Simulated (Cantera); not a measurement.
Silicon carbide growth: CH3SiCl3 + C3H8 + H2

Input: 1 mol CH3SiCl3, 0.022 mol C3H8, 2.8 mol H2, equilibrated at 1675 K and 0.00133 bar.

Method: chemical equilibrium by Gibbs-energy minimisation in Cantera with the NASA 1993 tables (ideal gas, pure condensed phases). Candidate condensed phases: C, C6H6, C7H8, C8H18, Si, SiC; 109 gas species. The feed counts by its element totals alone. The tables' values for SiCl3, SiCl are old estimates; treat these amounts as uncertain. The numbers say what is thermodynamically allowed, not how fast it happens.

```yaml
x(H2): 0.511
x(HCl): 0.465
x(SiCl2): 0.0205
x(H): 0.00227
x(Cl): 0.00161
x(SiCl3): 0.000444
x(C2H2 (acetylene)): 2.96e-5
x(SiCl4): 2.00e-5
x(SiCl): 1.99e-5
n(C(graphite)): 0.190 mol
n(SiC(s)): 0.876 mol
gas_amount: 5.898 mol
log10 activity of Si(s) (absent): -1.87
```
